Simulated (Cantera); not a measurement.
Charge: 1 mol CH₂F₂, 0.11 mol CH₄, at 2050 °C and 3.68 Torr.

Cantera equilibrium calculation (NASA polynomials, part measured and part estimated; ideal gas, pure solids and liquids). Candidate condensed phases: C, C₆H₆, C₇H₈, C₈H₁₈; 95 gas species. Equilibrium is a limit: real reactors are often held back by kinetics, nucleation or transport.

Base state: HF 0.881, H₂ 0.0755, H 0.0428, F 0.000635, C₂H₂ (acetylene) 0.000366, CF 1.15e-5 (mole fractions); condensed: C(graphite).

Question: What changes in the equilibrium state with this change: CH₄ from 0.11 to 0.023 mol?

Answer: 
```tsv
species	before	after
HF	0.881	0.966
H	0.0428	0.0183
H₂	0.0755	0.0139
C₂H₂ (acetylene)	0.000366	6.71e-5
CF	1.15e-5	2.94e-5
C(graphite), mol	1.11	1.02
```

Question: What changes in the equilibrium state with this change: temperature from 2050 °C to 677 °C?

Answer: 
```json
[
 {"species": "HF", "before": "0.881", "after": "0.901"},
 {"species": "H₂", "before": "0.0755", "after": "0.0991"},
 {"species": "H", "before": "0.0428", "after": "2.50e-9"},
 {"species": "F", "before": "0.000635", "after": "<1e-9"},
 {"species": "C₂H₂ (acetylene)", "before": "0.000366", "after": "<1e-9"},
 {"species": "C(graphite), mol", "before": "1.11", "after": "1.11"}
]
```
